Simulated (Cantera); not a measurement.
Charge: 1 mol H₂S, 4 mol H₂O, 1.1 mol O₂, equilibrated at 0.00500 bar.

Method: chemical equilibrium by Gibbs-energy minimisation in Cantera with the NASA 1993 tables (ideal gas, pure condensed phases). Candidate condensed phases: H₂O, H₂SO₄, S; 34 gas species. Ions and electrons are included (thermal ionisation). Rates play no part. All values below are at 3727 °C.

Base state: H 0.580, O 0.360, S 0.0579, OH 0.000731, H₂ 0.000663, SO 0.000326, O₂ 0.000292, SH 2.94e-5 (mole fractions); condensed: gas only.

Task: What changes in the equilibrium state with this change: pressure from 0.00500 bar to 0.0133 bar?

Result: 
| species | before | after |
|---|---|---|
| H | 0.580 | 0.579 |
| O | 0.360 | 0.358 |
| S | 0.0579 | 0.0575 |
| OH | 0.000731 | 0.00194 |
| H₂O | 1.43e-6 | 1.01e-5 |
| H₂ | 0.000663 | 0.00176 |
| O₂ | 0.000292 | 0.000772 |
| SH | 2.94e-5 | 7.78e-5 |

Task: What changes in the equilibrium state with this change: H₂S replaced by SF₆?

Result: 
| species | before | after |
|---|---|---|
| H | 0.580 | 0.372 |
| O | 0.360 | 0.294 |
| F | 0 | 0.277 |
| S | 0.0579 | 0.0474 |
| HF | 0 | 0.00837 |
| H₂ | 0.000663 | 0.000272 |
| SH | 2.94e-5 | 1.54e-5 |
